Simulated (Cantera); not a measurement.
Input: 1 mol C2H4, 0.2 mol NH3, 43 mol H2, at 20.0 Pa.

These are equilibrium values from Cantera (NASA tables, ideal gas, pure condensed phases), not measurements of a reactor. Candidate condensed phases: C, C6H6, C7H8, C8H18; 92 gas species. The numbers say what is thermodynamically allowed, not how fast it happens.

Q: Which condensed phases are stable at each of these points (T (K)): 2148, 2248, 2348, 2448, 2548, 2648, 2748, 2848?

A: 
```
T (K)  condensed phases  C condensed (%)
-----  ----------------  ---------------
2148        C(graphite)             90.1
2248        C(graphite)             85.1
2348        C(graphite)             78.2
2448        C(graphite)             62.5
2548        C(graphite)              0.6
2648           gas only              0.0
2748           gas only              0.0
2848           gas only              0.0
```

From 2148 K to 2548 K the condensed part is C(graphite). From 2648 K to 2848 K nothing is condensed.
